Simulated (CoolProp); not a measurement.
Vapour-liquid equilibrium of benzene (1) + m-xylene (2) at 493.5 K; x and y are mole fractions of (1).

Computed with CoolProp (multi-fluid Helmholtz-energy mixture model, Thol 2012 and Zhou 2012; pair parameters Bell 2016).

Problem. Give the bubble pressure and the first vapour's composition at x = 0.45, 0.85, 0.95. Is there an azeotrope?

Solution. x = 0.45: 1161 kPa, y = 0.668; x = 0.85: 1729 kPa, y = 0.929; x = 0.95: 1887 kPa, y = 0.977. No azeotrope shows between x = 0.05 and 0.95.

The pair parameters rest on a limited set of measurements; away from them the model extrapolates.
